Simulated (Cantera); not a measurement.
# Low-pressure radical oxidation in H2/O2

An isothermal, constant-pressure homogeneous reactor starts with H₂ : O₂ : H₂O = 0.066 : 1 : 0.013 (molar parts), equivalence ratio 0.033, at 1350 K and 20.0 Torr.

Detailed kinetics in Cantera: GRI-Mech 3.0 (53 species, 325 reactions). Radical loss at walls, strong at low pressure, is not modelled. The temperature is held fixed by assumption; the heat of reaction is taken as removed at once.

| t (s) | x H₂ | x O₂ | x O | x H₂O₂ | x H | x HO₂ | x H₂O |
|---|---|---|---|---|---|---|---|
| 0.000400 | 0.0601 | 0.926 | 0.000523 | 5.69e-9 | 0.000258 | 1.90e-6 | 0.0128 |
| 0.000768 | 0.00393 | 0.882 | 0.0354 | 2.66e-7 | 0.0108 | 6.34e-6 | 0.0596 |
| 0.00147 | 0.00140 | 0.880 | 0.0386 | 1.78e-7 | 0.00860 | 5.80e-6 | 0.0644 |
| 0.00283 | 0.00127 | 0.885 | 0.0346 | 1.76e-7 | 0.00731 | 5.67e-6 | 0.0656 |
| 0.00543 | 0.00106 | 0.892 | 0.0282 | 1.73e-7 | 0.00542 | 5.41e-6 | 0.0674 |
| 0.0104 | 0.000755 | 0.902 | 0.0197 | 1.62e-7 | 0.00319 | 4.87e-6 | 0.0697 |
| 0.0200 | 0.000431 | 0.911 | 0.0110 | 1.39e-7 | 0.00134 | 3.91e-6 | 0.0720 |
| 0.0384 | 0.000189 | 0.919 | 0.00479 | 1.03e-7 | 0.000382 | 2.61e-6 | 0.0737 |
| 0.0737 | 6.79e-5 | 0.922 | 0.00170 | 6.52e-8 | 8.14e-5 | 1.40e-6 | 0.0746 |
| 0.141 | 2.22e-5 | 0.924 | 0.000555 | 3.67e-8 | 1.52e-5 | 6.25e-7 | 0.0750 |
| 0.271 | 7.29e-6 | 0.924 | 0.000183 | 1.92e-8 | 2.87e-6 | 2.59e-7 | 0.0753 |
| 0.521 | 2.56e-6 | 0.924 | 6.42e-5 | 9.73e-9 | 5.99e-7 | 1.13e-7 | 0.0754 |
| 1.00 | 9.76e-7 | 0.924 | 2.46e-5 | 4.90e-9 | 1.42e-7 | 6.16e-8 | 0.0754 |
x: mole fraction; the columns are a selection and need not sum to one.

Equilibrium at this temperature and pressure: H₂ 9.88e-8, O₂ 0.924, O 2.50e-6, H₂O₂ 9.40e-10, H 4.62e-9, HO₂ 6.31e-8, H₂O 0.0755 (gas phase only).
